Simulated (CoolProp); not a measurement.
Carbonyl sulfide along the isobar 928 kPa: fugacity coefficient from the reference equation and from simpler models built on Tc = 378.8 K, pc = 6369 kPa, ω = 0.098; each cubic takes its own stable root.

Values from CoolProp's reference Helmholtz-energy equation of state, Lemmon 2006. It is a short technical equation, of lower accuracy than the large ones.

```tsv
T (K)	phase	reference	Redlich-Kwong	Peng-Robinson
163.9	liquid	0.002297	0.001691	0.002567
171.4	liquid	0.004457	0.003576	0.004871
178.9	liquid	0.008115	0.006981	0.008711
186.4	liquid	0.01398	0.01272	0.01478
193.8	liquid	0.02278	0.02169	0.02382
201.3	liquid	0.03583	0.03537	0.03709
208.8	liquid	0.05423	0.05512	0.05571
216.3	liquid	0.07936	0.08250	0.08101
223.8	liquid	0.1127	0.1192	0.1144
231.3	liquid	0.1557	0.1668	0.1575
```
